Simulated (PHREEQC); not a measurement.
Solution (65 °C): 28 mmol/kgw HCl, 1.8 mmol/kgw CuSO4 and 5.9 mmol/kgw MnSO4. Closed to the air; pH follows from the charge balance.

Computed with PHREEQC (ion-association model, phreeqc.dat).

**Question.** The ionic strength comes out as 0.0443 mol/kgw. What activity coefficients do HSO4-, CuCl+, Mn+2, Cu+2, H+ get?

**Answer.** HSO4- 0.81, CuCl+ 0.81, Mn+2 0.47, Cu+2 0.47, H+ 0.85.

This is a speciation only: nothing precipitates in the calculation. Constants without temperature data keep their 25 °C values here.
